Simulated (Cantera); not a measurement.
**Equilibrium for silicon epitaxy and polysilicon growth: SiH₄ + HCl + H₂**

A closed system holds: 1 mol SiH₄, 0.14 mol HCl, 3.1 mol H₂, equilibrated at 1000 Pa.

Cantera equilibrium calculation (NASA polynomials, part measured and part estimated; ideal gas, pure solids and liquids). Candidate condensed phases: Si; 19 gas species. The tables' values for SiCl₃ are old estimates; treat these amounts as uncertain. Rates play no part.

| T (K) | x H₂ | x HCl | x SiCl₄ | x SiHCl₃ | n Si(s) |
|---|---|---|---|---|---|
| 850 | 0.990 | 0.00386 | 0.00431 | 0.00183 | 0.967 |
| 900 | 0.988 | 0.00651 | 0.00376 | 0.00162 | 0.971 |
| 950 | 0.985 | 0.0101 | 0.00298 | 0.00134 | 0.976 |
| 1000 | 0.982 | 0.0143 | 0.00204 | 0.000987 | 0.981 |
| 1050 | 0.979 | 0.0184 | 0.00112 | 0.000619 | 0.986 |
| 1100 | 0.977 | 0.0214 | 0.000473 | 0.000318 | 0.990 |
| 1150 | 0.976 | 0.0229 | 0.000163 | 0.000141 | 0.991 |
| 1200 | 0.975 | 0.0234 | 5.28e-5 | 5.99e-5 | 0.992 |
| 1250 | 0.975 | 0.0235 | 1.76e-5 | 2.60e-5 | 0.992 |
| 1300 | 0.975 | 0.0235 | 6.26e-6 | 1.18e-5 | 0.992 |
| 1350 | 0.975 | 0.0234 | 2.38e-6 | 5.67e-6 | 0.992 |
| 1400 | 0.975 | 0.0233 | 9.68e-7 | 2.86e-6 | 0.991 |
| 1450 | 0.975 | 0.0232 | 4.18e-7 | 1.51e-6 | 0.991 |
| 1500 | 0.975 | 0.0231 | 1.91e-7 | 8.33e-7 | 0.991 |
x: gas mole fraction; n: condensed amount in mol.

From 850 K to 1500 K the condensed part is Si(s). The main Si-bearing gas is SiCl₄ at 850 K and SiCl₂ at 1500 K.
